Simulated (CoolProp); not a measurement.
Aqueous magnesium chloride as a coolant, 20 % by mass, freezing at -28.7 °C, 1 atm.

Model: Melinder's fits for secondary coolants, in CoolProp.

```
T (°C)  conductivity (W/(m K))  viscosity (mPa s)  density (kg/m³)  cp (kJ/(kg K))
------  ----------------------  -----------------  ---------------  --------------
-13                      0.492                  …             1186           3.019
-9.1                     0.499               6.86             1185           3.029
-5.3                     0.505               5.97             1184           3.040
-1.4                     0.512               5.20             1183           3.051
2.4                      0.518                  …             1182           3.061
6.3                      0.525               4.00             1180           3.072
10.1                     0.531               3.53                …           3.083
14                       0.538                  …             1177           3.093
17.8                     0.544               2.77             1176               …
21.7                     0.551               2.46             1174               …
25.5                     0.557               2.20             1173           3.125
29.4                     0.564               1.97             1171           3.136
33.2                     0.570               1.77             1169           3.146
```

### Question
Some entries are withheld; supply them.

### Answer

- -13, viscosity (mPa s): 7.94
- 2.4, viscosity (mPa s): 4.56
- 10.1, density (kg/m³): 1179
- 14, viscosity (mPa s): 3.12
- 17.8, cp (kJ/(kg K)): 3.104
- 21.7, cp (kJ/(kg K)): 3.115
